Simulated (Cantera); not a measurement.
An isothermal, constant-pressure homogeneous reactor starts with CO : O2 : H2O : N2 = 0.011 : 0.0074 : 0.013 : 1 (molar parts), equivalence ratio 0.74, at 1050 K and 1.01 bar.

Computed with Cantera and GRI-Mech 3.0 (53 species, 325 reactions).

x: mole fraction; the columns are a selection and need not sum to one.

| t (s) | x CO | x O2 | x H2O | x H | x N2O | x CO2 | x H2 |
|---|---|---|---|---|---|---|---|
| 1.00e-6 | 0.0107 | 0.00717 | 0.0126 | <1e-12 | <1e-12 | <1e-12 | <1e-12 |
| 3.47e-6 | 0.0107 | 0.00717 | 0.0126 | <1e-12 | <1e-12 | <1e-12 | <1e-12 |
| 1.20e-5 | 0.0107 | 0.00717 | 0.0126 | <1e-12 | <1e-12 | 3.01e-12 | <1e-12 |
| 4.16e-5 | 0.0107 | 0.00717 | 0.0126 | <1e-12 | <1e-12 | 1.05e-11 | <1e-12 |
| 0.000144 | 0.0107 | 0.00717 | 0.0126 | 1.71e-12 | <1e-12 | 3.91e-11 | <1e-12 |
| 0.000500 | 0.0107 | 0.00717 | 0.0126 | 1.72e-11 | <1e-12 | 1.84e-10 | 2.21e-12 |
| 0.00173 | 0.0107 | 0.00717 | 0.0126 | 1.33e-10 | <1e-12 | 1.69e-9 | 6.05e-11 |
| 0.00600 | 0.0107 | 0.00717 | 0.0126 | ? | 4.38e-12 | ? | ? |
| 0.0208 | 0.00940 | 0.00657 | 0.0125 | 2.78e-5 | 3.81e-8 | 0.00127 | 9.55e-5 |
| 0.0721 | 0.00175 | 0.00276 | 0.0126 | 1.11e-5 | 2.01e-7 | 0.00896 | 7.16e-5 |
| 0.250 | 0.000169 | 0.00194 | 0.0127 | 4.71e-7 | 2.42e-7 | 0.0106 | 9.53e-6 |
| 0.866 | 1.76e-5 | 0.00186 | 0.0127 | 1.59e-8 | 2.53e-7 | 0.0107 | 9.40e-7 |
| 3.00 | 1.13e-6 | 0.00185 | 0.0127 | 4.19e-10 | 2.50e-7 | 0.0107 | 6.22e-8 |

**Question.** Some entries are withheld; supply them.

**Answer.** 
- 0.00600, x H: 4.72e-9
- 0.00600, x CO2: 8.60e-8
- 0.00600, x H2: 4.21e-9
